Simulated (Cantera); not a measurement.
Cantera run, input and output.

```python
import numpy as np
import cantera as ct

gas = ct.Solution("gri30.yaml")


def delay(T, t_max=10):
    gas.TPX = T, 2700000, {'CH3OH': 1, 'O2': 2.88, 'N2': 10.8}
    reactor = ct.IdealGasConstPressureReactor(gas, clone=False)
    net = ct.ReactorNet([reactor])
    net.rtol, net.atol = 1e-8, 1e-16
    while net.time < t_max:
        t_old, T_old = net.time, reactor.T
        net.step()
        if reactor.T > T + 400:  # ignition: a rise of 400 K
            return t_old + (T + 400 - T_old) / (reactor.T - T_old) * (net.time - t_old)
    return np.nan


taus = []
for T in [1175, 1250, 1325, 1400, 1475, 1550, 1625, 1700, 1775, 1850]:
    taus.append(delay(T))
    print(f"T0 = {T:6g} K   tau = {taus[-1]:.4e} s")
```

It prints:

```
T0 =   1175 K   tau = 1.3615e-03 s
T0 =   1250 K   tau = 3.9425e-04 s
T0 =   1325 K   tau = 1.3413e-04 s
T0 =   1400 K   tau = 5.2799e-05 s
T0 =   1475 K   tau = 2.3666e-05 s
T0 =   1550 K   tau = 1.1845e-05 s
T0 =   1625 K   tau = 6.4755e-06 s
T0 =   1700 K   tau = 3.7882e-06 s
T0 =   1775 K   tau = 2.3349e-06 s
T0 =   1850 K   tau = 1.5030e-06 s
```

Model: GRI-Mech 3.0 (53 species, 325 reactions), integrated in Cantera. GRI-Mech 3.0 was tuned for natural gas; its chemistry of methanol as a main component is partial and can be far from experiment. The pressure lies above the range GRI-Mech 3.0 was tuned for (to about 10 atm).
